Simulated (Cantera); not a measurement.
Feed: 1 mol SiC, 0.26 mol N2O, a varied amount of N2, equilibrated at 1752 °C and 39.0 Pa.

Method: chemical equilibrium by Gibbs-energy minimisation in Cantera with the NASA 1993 tables (ideal gas, pure condensed phases). Candidate condensed phases: C, Si, SiC, SiO2, Si2N2O, Si3N4; 34 gas species. Kinetics and transport are ignored.

**Question.** Which condensed phases are stable at each of these points (n(N2) (mol)): 80, 120, 160, 210, 250, 290, 330, 370, 420, 460, 500, 540, 580?

**Answer.** 
| n(N2) (mol) | condensed phases | Si condensed (%) |
|---|---|---|
| 80 | C(graphite) + SiC(s) | 18.5 |
| 120 | C(graphite) | 0.0 |
| 160 | C(graphite) | 0.0 |
| 210 | C(graphite) | 0.0 |
| 250 | C(graphite) | 0.0 |
| 290 | C(graphite) | 0.0 |
| 330 | C(graphite) | 0.0 |
| 370 | C(graphite) | 0.0 |
| 420 | C(graphite) | 0.0 |
| 460 | C(graphite) | 0.0 |
| 500 | C(graphite) | 0.0 |
| 540 | C(graphite) | 0.0 |
| 580 | C(graphite) | 0.0 |

At 80 mol N2 the condensed part is C(graphite) + SiC(s). From 120 mol N2 to 580 mol N2 the condensed part is C(graphite).
